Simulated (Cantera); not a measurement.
A perfectly stirred reactor is fed with 0.555 % H₂, 99.0 % O₂, 0.416 % H₂O, at 10.00 Torr; it is held at 1075 K, and followed from long to short residence time.

Detailed kinetics in Cantera: the H2/O2 subset of GRI-Mech 3.0, which has no nitrogen chemistry. Radical loss at walls, strong at low pressure, is not modelled.

Predict: x(H₂) at τ = 0.790 s; x(O₂) at τ = 0.790 s; x(HO₂) at τ = 0.790 s; x(H) at τ = 0.790 s; x(H₂O) at τ = 0.790 s; x(H₂) at τ = 34.0 ms; x(O₂) at τ = 34.0 ms; x(HO₂) at τ = 34.0 ms; x(H) at τ = 34.0 ms; x(H₂O) at τ = 34.0 ms.


```
Quantity                 Result
---------------------  --------
x(H₂) at τ = 0.790 s    7.77e-5
x(O₂) at τ = 0.790 s      0.989
x(HO₂) at τ = 0.790 s   6.76e-7
x(H) at τ = 0.790 s     3.00e-5
x(H₂O) at τ = 0.790 s   0.00953
x(H₂) at τ = 34.0 ms   0.000580
x(O₂) at τ = 34.0 ms      0.987
x(HO₂) at τ = 34.0 ms   1.56e-6
x(H) at τ = 34.0 ms    0.000235
x(H₂O) at τ = 34.0 ms   0.00874
```
